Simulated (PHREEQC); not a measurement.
0.013 g of hydrous ferric oxide (600 m²/g; 0.2 weak and 0.005 strong sites per Fe, Dzombak-Morel constants, diffuse double layer) in 1 kg of water with 0.01 mol/kgw of an inert sodium salt and 0.039 mmol/kgw NaH2PO4, at 25 °C; the pH is set by adding NaOH or the inert anion's acid. Oxygen alone is held at its pressure in air (log pO2 = -0.68). No CO2 enters from the air. No solid was allowed to form.

Computed with PHREEQC (ion-association model, wateq4f.dat).

### Question
Predict P sorbed (%), surface charge σ (C/m²) at pH = 7, 11.

### Answer
```csv
pH,P sorbed (%),surface charge σ (C/m²)
7,36.0,-0.005
11,0.0,-0.100
```

Complexes and solids missing from the database can't appear. H3PO4, which wateq4f.dat lacks, is added to it with the constant of phreeqc.dat. The oxide is taken as insoluble; below pH 4 it would dissolve.
